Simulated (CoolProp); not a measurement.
The fluid at 215.73 K and 0.265 MPa is throttled through a valve to 0.0433 MPa with no heat exchange. The same conditions are run with several fluids, on thermodynamics alone (safety and materials aside).

Model: reference Helmholtz-energy equation of state of each fluid (R507A: Lemmon 2003; n-perfluorobutane: Gao 2022; R410A: Lemmon 2003; R141b: Lemmon 2006; the fluoroketone C6F12O (FK-5-1-12): McLinden 2015), in CoolProp. Blends and air are pseudo-pure fits.

| fluid | temperature change (K) | final phase | final density (kg/m³) |
|---|---|---|---|
| R507A | -5.5 | two-phase, vapour fraction 0.033 | 72.8 |
| n-perfluorobutane | +0.1 | liquid | 1790 |
| R410A | -9.4 | two-phase, vapour fraction 0.045 | 40.7 |
| R141b | +0.1 | liquid | 1390 |
| the fluoroketone C6F12O (FK-5-1-12) | +0.1 | liquid | 1830 |
